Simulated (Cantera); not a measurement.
## Thermodynamics of carbothermic reduction, feed Ta₂O₅ + CO

Feed: 1 mol Ta₂O₅, 0.8 mol CO, at 18.0 mbar.

Equilibrium computed with Cantera from the NASA thermochemical tables; the gas is ideal and each condensed phase is pure. Candidate condensed phases: C, Ta, TaC, Ta₂O₅; 15 gas species. Mutual solubility and eutectic melting of coexisting phases are not modelled. TaC: taken at fixed stoichiometry. Condensed phases not in the tables: Ta₂C. Equilibrium is a limit: real reactors are often held back by kinetics, nucleation or transport.

```json
[
 {"T (K)": "1075", "x CO": "0.998", "x TaO₂": "<1e-12", "x CO₂": "0.00243", "x O": "<1e-12", "x TaO": "<1e-12", "x O₂": "<1e-12", "n C(graphite)": "0.00194", "n Ta₂O₅(s)": "1.00", "n TaC(s)": "0", "n Ta₂O₅(l)": "0"},
 {"T (K)": "1225", "x CO": "0.999", "x TaO₂": "<1e-12", "x CO₂": "0.000680", "x O": "<1e-12", "x TaO": "<1e-12", "x O₂": "<1e-12", "n C(graphite)": "0", "n Ta₂O₅(s)": "1.000", "n TaC(s)": "0.000155", "n Ta₂O₅(l)": "0"},
 {"T (K)": "1375", "x CO": "0.999", "x TaO₂": "<1e-12", "x CO₂": "0.000667", "x O": "<1e-12", "x TaO": "<1e-12", "x O₂": "<1e-12", "n C(graphite)": "0", "n Ta₂O₅(s)": "1.000", "n TaC(s)": "0.000152", "n Ta₂O₅(l)": "0"},
 {"T (K)": "1525", "x CO": "0.999", "x TaO₂": "2.57e-10", "x CO₂": "0.000657", "x O": "1.46e-12", "x TaO": "3.54e-12", "x O₂": "<1e-12", "n C(graphite)": "0", "n Ta₂O₅(s)": "1.000", "n TaC(s)": "0.000150", "n Ta₂O₅(l)": "0"},
 {"T (K)": "1675", "x CO": "0.999", "x TaO₂": "2.53e-8", "x CO₂": "0.000650", "x O": "6.31e-11", "x TaO": "7.82e-10", "x O₂": "<1e-12", "n C(graphite)": "0", "n Ta₂O₅(s)": "1.000", "n TaC(s)": "0.000149", "n Ta₂O₅(l)": "0"},
 {"T (K)": "1825", "x CO": "0.999", "x TaO₂": "1.14e-6", "x CO₂": "0.000646", "x O": "1.47e-9", "x TaO": "6.97e-8", "x O₂": "1.64e-12", "n C(graphite)": "0", "n Ta₂O₅(s)": "1.000", "n TaC(s)": "0.000147", "n Ta₂O₅(l)": "0"},
 {"T (K)": "1975", "x CO": "0.999", "x TaO₂": "2.83e-5", "x CO₂": "0.000643", "x O": "2.11e-8", "x TaO": "3.08e-6", "x O₂": "2.63e-11", "n C(graphite)": "0", "n Ta₂O₅(s)": "1.000", "n TaC(s)": "0.000143", "n Ta₂O₅(l)": "0"},
 {"T (K)": "2125", "x CO": "0.999", "x TaO₂": "0.000397", "x CO₂": "0.000621", "x O": "2.01e-7", "x TaO": "7.37e-5", "x O₂": "2.67e-10", "n C(graphite)": "0", "n Ta₂O₅(s)": "0", "n TaC(s)": "0", "n Ta₂O₅(l)": "1.000"},
 {"T (K)": "2275", "x CO": "0.996", "x TaO₂": "0.00216", "x CO₂": "0.00147", "x O": "3.48e-6", "x TaO": "0.000262", "x O₂": "1.19e-8", "n C(graphite)": "0", "n Ta₂O₅(s)": "0", "n TaC(s)": "0", "n Ta₂O₅(l)": "0.999"},
 {"T (K)": "2425", "x CO": "0.987", "x TaO₂": "0.00771", "x CO₂": "0.00447", "x O": "6.09e-5", "x TaO": "0.000450", "x O₂": "6.81e-7", "n C(graphite)": "0", "n Ta₂O₅(s)": "0", "n TaC(s)": "0", "n Ta₂O₅(l)": "0.997"},
 {"T (K)": "2575", "x CO": "0.964", "x TaO₂": "0.0232", "x CO₂": "0.0118", "x O": "0.000767", "x TaO": "0.000706", "x O₂": "2.46e-5", "n C(graphite)": "0", "n Ta₂O₅(s)": "0", "n TaC(s)": "0", "n Ta₂O₅(l)": "0.990"}
]
```
x: gas mole fraction; n: condensed amount in mol.

At 1075 K the condensed part is C(graphite) + Ta₂O₅(s). From 1225 K to 1975 K the condensed part is TaC(s) + Ta₂O₅(s). From 2125 K to 2575 K the condensed part is Ta₂O₅(l).
